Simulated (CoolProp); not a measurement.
A closed Brayton cycle with nitrogen: compressor inlet 311.15 K and 5.8 MPa, high pressure 12.8 MPa, turbine inlet 715 K, compressor efficiency 0.89, turbine efficiency 0.93, recuperator effectiveness 0.95 (on enthalpy, no pinch check). Each further row changes one setting.

Values from CoolProp's reference Helmholtz-energy equation of state, Span 2000.

| case | thermal efficiency (%) | net work (kJ/kg) | compressor to turbine work | compressor exit (K) | turbine exit (K) |
|---|---|---|---|---|---|
| as stated | 31.9 | 51.3 | 0.65 | 401.4 | 584.9 |
| turbine inlet 665 K | ? | 41.0 | ? | 401.4 | 542.8 |
| compressor inlet 321.15 K | ? | 48.0 | 0.67 | ? | 584.9 |
| high pressure 10.9 MPa | 33.4 | 45.2 | ? | 381.4 | 609.4 |
| recuperator effectiveness 0.5 | 20.5 | 51.3 | 0.65 | 401.4 | 584.9 |

### Question
Fill in the missing entries.

### Answer

- turbine inlet 665 K, thermal efficiency (%): 27.7
- turbine inlet 665 K, compressor to turbine work: 0.70
- compressor inlet 321.15 K, thermal efficiency (%): 30.1
- compressor inlet 321.15 K, compressor exit (K): 414.2
- high pressure 10.9 MPa, compressor to turbine work: 0.62
